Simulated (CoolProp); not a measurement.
Computed with CoolProp (reference Helmholtz-energy equation of state, de Reuck 1993).

Problem. Give the vapour pressure (kPa), liquid cp (kJ/(kg K)), vapour Z, surface tension (mN/m) of saturated methanol at 180.15 °C.

Solution. 
```json
[
 {"T (°C)": "180.15", "p (kPa)": "2720", "liquid cp (kJ/(kg K))": "4.50", "vapour Z": "0.696", "surface tension (mN/m)": "6.92"}
]
```

Surface tension comes from a separate correlation (Mulero 2012).
